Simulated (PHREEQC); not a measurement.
Dissolve 0.44 mol KCl and 9.4e-05 mol H4SiO4 per kg of water at 7.9 °C. Closed to the air; pH follows from the charge balance.

Model: Pitzer model, pitzer.dat, run in PHREEQC.

No solid was allowed to form.

Problem. Estimate the pH.

Solution. pH 6.96.

Species that the database lacks are ignored. Away from 25 °C the constants follow the database's enthalpies or fits; those with neither stay at their 25 °C values.
